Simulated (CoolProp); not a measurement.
Ethanol at several states: density (kg/m³) from the reference equation and from simpler models built on Tc = 514.7 K, pc = 62.68 bar, ω = 0.644; each cubic takes its own stable root.

The numbers come from the reference Helmholtz-energy equation of state, Schroeder 2014 in CoolProp.

```
T (K)  p (bar)   phase  reference  Soave-Redlich-Kwong  Peng-Robinson
-----  -------  ------  ---------  -------------------  -------------
448.2     58.2  liquid      621.9                500.9          566.4
370.1     19.4  liquid      719.9                605.1          683.3
315.7     3.66  liquid      770.1                655.1          737.4
```
